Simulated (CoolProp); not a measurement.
Vapour-liquid equilibrium of carbon dioxide (1) + R134a (2) at 233.3 K; x and y are mole fractions of (1).

Model: multi-fluid Helmholtz-energy mixture model, Span 1996 and Tillner-Roth 1994; pair parameters Bell 2016, in CoolProp.

```tsv
x	bubble pressure (bar)	y at the bubble point	dew pressure at overall composition x (bar)	liquid density (mol/L)
0.05	0.9011	0.448	0.5421	14.24
0.15	1.785	0.745	0.6027	14.99
0.25	2.765	0.852	0.6782	15.80
0.35	3.780	0.903	0.7753	16.68
0.45	4.786	0.933	0.9046	17.64
0.55	5.761	0.953	1.086	18.70
0.65	6.704	0.967	1.358	19.88
0.75	7.633	0.977	1.814	21.20
0.85	8.577	0.987	2.742	22.70
0.95	9.572	0.996	5.607	24.40
```

No azeotrope shows between x = 0.05 and 0.95.

The pair parameters rest on a limited set of measurements; away from them the model extrapolates.
